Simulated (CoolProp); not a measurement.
Computed with CoolProp (reference Helmholtz-energy equation of state, Lemmon 2006). It is a short technical equation, of lower accuracy than the large ones.

**Question.** Give the vapour pressure (MPa), enthalpy of vaporisation (kJ/kg), liquid cp (kJ/(kg K)), surface tension (mN/m) of saturated C3F8 (R218) at 218.3, 226.3 K.

**Answer.** 
| T (K) | p (MPa) | enthalpy of vaporisation (kJ/kg) | liquid cp (kJ/(kg K)) | surface tension (mN/m) |
|---|---|---|---|---|
| 218.3 | 0.0413 | 111 | 0.937 | 12.7 |
| 226.3 | 0.0627 | 109 | 0.953 | 11.7 |

Surface tension comes from a separate correlation (Mulero 2012).
